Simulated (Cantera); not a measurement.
Mixture: CH₄ : H₂ : O₂ : N₂ = 1 : 1.1 : 1.34 : 9.13 (molar parts), at 0.820 bar, adiabatic and at constant volume. Ignition delay is the time to a rise of 400 K.

Cantera simulation using GRI-Mech 3.0 (53 species, 325 reactions); the numbers are that mechanism's predictions, not measurements.

Predict: delay at 1150 K; delay at 1225 K; delay at 1300 K; delay at 1375 K; delay at 1450 K; delay at 1525 K; delay at 1600 K; apparent activation energy between 1450 and 1600 K.


| Quantity | Value |
|---|---|
| delay at 1150 K | 3.48 ms |
| delay at 1225 K | 1.81 ms |
| delay at 1300 K | 0.995 ms |
| delay at 1375 K | 0.578 ms |
| delay at 1450 K | 0.355 ms |
| delay at 1525 K | 0.229 ms |
| delay at 1600 K | 0.155 ms |
| apparent activation energy between 1450 and 1600 K | 110 kJ/mol |
